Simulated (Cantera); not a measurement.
Input: 1 mol B₂O₃, 1.4 mol HCl, 49 mol H₂, equilibrated at 1275 K and 7.50 Torr.

Cantera equilibrium calculation (NASA polynomials, part measured and part estimated; ideal gas, pure solids and liquids). Candidate condensed phases: B, B₂O₃, B₃O₃H₃, H₂O; 33 gas species. The tables' values for BOCl are old estimates; treat these amounts as uncertain. Kinetics and transport are ignored.

Base state: H₂ 0.972, HCl 0.0278, HBO 0.000288, HBO₂ 0.000182, H₂O 6.47e-5, BOCl 1.44e-5 (mole fractions); condensed: B₂O₃(l).

Task: What changes in the equilibrium state with this change: temperature from 1275 K to 1850 K?

Result: 
```csv
species,before,after
H₂,0.972,0.932
HCl,0.0278,0.0266
HBO,0.000288,0.0141
HBO₂,0.000182,0.0122
BO,8.13e-8,0.00132
H,7.27e-6,0.00520
Cl,1.76e-7,0.000113
B₂O₂,1.31e-6,0.000736
B₂O₃,9.19e-6,0.00468
"B₂O₃(l), mol",0.987,0
```
